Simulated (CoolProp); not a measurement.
Vapour-liquid equilibrium of toluene (1) + o-xylene (2) at 3.32 bar; x and y are mole fractions of (1).

Values from CoolProp's multi-fluid Helmholtz-energy mixture model, Lemmon 2006 and Zhou 2012; pair parameters Bell 2016.

Q: Give the bubble temperature and the first vapour's composition at x = 0.05, 0.5, 0.65. Is there an azeotrope?

A: x = 0.05: 466.4 K, y = 0.090; x = 0.5: 447.1 K, y = 0.672; x = 0.65: 441.9 K, y = 0.794. No azeotrope shows between x = 0.05 and 0.95.

The pair parameters rest on a limited set of measurements; away from them the model extrapolates.
